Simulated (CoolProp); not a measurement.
Methanol along the isotherm 292.95 °C: fugacity coefficient from the reference equation and from simpler models built on Tc = 240.2 °C, pc = 8.216 MPa, ω = 0.565; each cubic takes its own stable root.

Model: reference Helmholtz-energy equation of state, de Reuck 1993, in CoolProp.

```json
[
 {"p (MPa)": "2.28", "phase": "gas", "reference": "0.9403", "van der Waals": "0.9356", "Redlich-Kwong": "0.9301", "Soave-Redlich-Kwong": "0.9378", "Peng-Robinson": "0.9290"},
 {"p (MPa)": "4.56", "phase": "gas", "reference": "0.8795", "van der Waals": "0.8718", "Redlich-Kwong": "0.8624", "Soave-Redlich-Kwong": "0.8778", "Peng-Robinson": "0.8617"},
 {"p (MPa)": "6.85", "phase": "gas", "reference": "0.8191", "van der Waals": "0.8078", "Redlich-Kwong": "0.7963", "Soave-Redlich-Kwong": "0.8197", "Peng-Robinson": "0.7978"},
 {"p (MPa)": "9.13", "phase": "supercritical", "reference": "0.7602", "van der Waals": "0.7431", "Redlich-Kwong": "0.7320", "Soave-Redlich-Kwong": "0.7640", "Peng-Robinson": "0.7377"},
 {"p (MPa)": "11.4", "phase": "supercritical", "reference": "0.7027", "van der Waals": "0.6757", "Redlich-Kwong": "0.6690", "Soave-Redlich-Kwong": "0.7109", "Peng-Robinson": "0.6816"},
 {"p (MPa)": "13.7", "phase": "supercritical", "reference": "0.6464", "van der Waals": "0.6111", "Redlich-Kwong": "0.6088", "Soave-Redlich-Kwong": "0.6605", "Peng-Robinson": "0.6295"},
 {"p (MPa)": "16", "phase": "supercritical", "reference": "0.5926", "van der Waals": "0.5607", "Redlich-Kwong": "0.5580", "Soave-Redlich-Kwong": "0.6157", "Peng-Robinson": "0.5837"},
 {"p (MPa)": "18.3", "phase": "supercritical", "reference": "0.5452", "van der Waals": "0.5223", "Redlich-Kwong": "0.5174", "Soave-Redlich-Kwong": "0.5777", "Peng-Robinson": "0.5451"},
 {"p (MPa)": "20.5", "phase": "supercritical", "reference": "0.5073", "van der Waals": "0.4937", "Redlich-Kwong": "0.4864", "Soave-Redlich-Kwong": "0.5475", "Peng-Robinson": "0.5143"}
]
```
